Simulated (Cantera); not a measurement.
An adiabatic, constant-volume homogeneous reactor starts with 7.68 % H2, 7.11 % O2, 85.2 % N2, at 1775 K and 750 Torr.

Computed with Cantera and the H2/O2 subset of GRI-Mech 3.0, which has no nitrogen chemistry.

### Question
Predict: time of steepest temperature rise; temperature at 9.00 s; equilibrium temperature; x(H2) at 9.00 s; x(O2) at 9.00 s; x(H2O) at 9.00 s; x(HO2) at 9.00 s; x(H) at 9.00 s; x(H2O2) at 9.00 s.

### Answer
| Quantity | Result |
|---|---|
| time of steepest temperature rise | 15.7 µs |
| temperature at 9.00 s | 2388 K |
| equilibrium temperature | 2388 K |
| x(H2) at 9.00 s | 0.00124 (gas-phase equilibrium 0.00124) |
| x(O2) at 9.00 s | 0.0327 (gas-phase equilibrium 0.0327) |
| x(H2O) at 9.00 s | 0.0756 (gas-phase equilibrium 0.0756) |
| x(HO2) at 9.00 s | 2.42e-6 (gas-phase equilibrium 2.42e-6) |
| x(H) at 9.00 s | 0.000468 (gas-phase equilibrium 0.000468) |
| x(H2O2) at 9.00 s | 8.53e-8 (gas-phase equilibrium 8.53e-8) |
